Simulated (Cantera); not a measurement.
A closed system holds: 1 mol C₂H₆, 91 mol H₂, 0.16 mol O₂, equilibrated at 1650 °C and 2.60 bar.

Cantera equilibrium calculation (NASA polynomials, part measured and part estimated; ideal gas, pure solids and liquids). Candidate condensed phases: C, C₆H₆, C₇H₈, C₈H₁₈, H₂O; 110 gas species. Equilibrium is a limit: real reactors are often held back by kinetics, nucleation or transport.

Base state: H₂ 0.994, CO 0.00339, CH₄ 0.00135, H 0.000583, C₂H₂ (acetylene) 0.000449, CH₃ 1.58e-5, C₂H₄ 1.22e-5 (mole fractions); condensed: C(graphite).

Task: What changes in the equilibrium state with this change: pressure from 2.60 bar to 16.0 Pa?

Result: 
| species | before | after |
|---|---|---|
| H₂ | 0.994 | 0.925 |
| H | 0.000583 | 0.0717 |
| CO | 0.00339 | 0.00327 |
| CH₄ | 0.00135 | 7.18e-8 |
| C₂H₄ | 1.22e-5 | <1e-9 |
| CH₃ | 1.58e-5 | 1.11e-7 |
| C₂H₂ (acetylene) | 0.000449 | 0.000418 |
| C(graphite), mol | 1.46 | 1.60 |
